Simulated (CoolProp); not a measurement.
Vapour-liquid equilibrium of dimethyl ether (1) + isobutane (2) at 82.35 °C; x and y are mole fractions of (1).

The numbers come from the multi-fluid Helmholtz-energy mixture model, Wu 2011 and Bücker 2006; pair parameters Bell 2016 in CoolProp.

```csv
x,"bubble pressure, mixture model (kPa)","bubble pressure, Raoult's law (kPa)","y, mixture model","y, Raoult's law"
0.05,1492,1456,0.085,0.080
0.2,1712,1596,0.289,0.293
0.35,1896,1735,0.447,0.472
0.5,2048,1874,0.581,0.624
0.65,2171,2013,0.704,0.755
0.8,2265,2153,0.825,0.869
0.95,2326,2292,0.954,0.969
```

The largest gap from Raoult's law is +9.3 % in bubble pressure, at x = 0.35. No azeotrope shows between x = 0.05 and 0.95.

The pair parameters rest on a limited set of measurements; away from them the model extrapolates.
